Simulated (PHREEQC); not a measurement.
Dissolve 0.78 mol/kgw Na2CO3 and 0.024 mol/kgw Na2SO4 at 25 °C. Closed to the air; pH follows from the charge balance.

Model: Pitzer model, pitzer.dat, run in PHREEQC.

**Question.** The ionic strength comes out as 2.41 mol/kgw. What activity coefficients do HCO3-, CO3-2, SO4-2, OH-, Na+ get?

**Answer.** HCO3- 0.40, CO3-2 0.070, SO4-2 0.054, OH- 0.68, Na+ 0.48. Single-ion values are on the MacInnes scale.

Precipitation was switched off in this run. Complexes and solids missing from the database can't appear. In brines, pH and single-ion activities rest on the MacInnes convention.
